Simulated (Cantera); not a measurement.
Input (Python, Cantera):

```python
import numpy as np
import cantera as ct

gas = ct.Solution("gri30.yaml", transport_model="multicomponent")
show = ['NH3', 'OH', 'CH3']

rows = []
print(f"{'T/K':>7s}{'rho':>11s}{'cp':>10s}{'mu':>11s}{'lambda':>11s}{'Pr':>7s}" + "".join(f"{'D_' + s:>11s}" for s in show))
for T in [400, 600, 800, 1000, 1200, 1400, 1600]:
    gas.TPX = T, 13332, {'CO2': 0.83, 'N2': 0.83, 'N2O': 0.49}
    Pr = gas.cp_mass * gas.viscosity / gas.thermal_conductivity
    D = [gas.mix_diff_coeffs_mole[gas.species_index(s)] for s in show]
    rows.append([gas.density, gas.cp_mass, gas.viscosity, gas.thermal_conductivity, Pr, *D])
    print(f"{T:7g}{gas.density:11.4e}{gas.cp_mass:10.1f}{gas.viscosity:11.4e}"
          f"{gas.thermal_conductivity:11.4e}{Pr:7.3f}" + "".join(f"{d:11.4e}" for d in D))
print("SI units: kg/m3, J/kg/K, Pa s, W/m/K, m2/s")
```

It prints:

```
    T/K        rho        cp         mu     lambda     Pr      D_NH3       D_OH      D_CH3
    400 1.5167e-01     977.6 2.0549e-05 2.7958e-02  0.718 2.3794e-04 3.4232e-04 2.4393e-04
    600 1.0111e-01    1082.2 2.8383e-05 4.2352e-02  0.725 5.1249e-04 6.9019e-04 4.9978e-04
    800 7.5834e-02    1161.0 3.5093e-05 5.6018e-02  0.727 8.6553e-04 1.1244e-03 8.2056e-04
   1000 6.0667e-02    1221.2 4.1078e-05 6.8933e-02  0.728 1.2866e-03 1.6360e-03 1.1990e-03
   1200 5.0556e-02    1261.6 4.6552e-05 8.0728e-02  0.727 1.7689e-03 2.2189e-03 1.6304e-03
   1400 4.3334e-02    1293.3 5.1645e-05 9.1863e-02  0.727 2.3075e-03 2.8687e-03 2.1112e-03
   1600 3.7917e-02    1318.0 5.6442e-05 1.0238e-01  0.727 2.8990e-03 3.5818e-03 2.6387e-03
SI units: kg/m3, J/kg/K, Pa s, W/m/K, m2/s
```

Model: GRI-Mech 3.0 (53 species, 325 reactions), integrated in Cantera. The composition is frozen, though it would react at the higher temperatures.
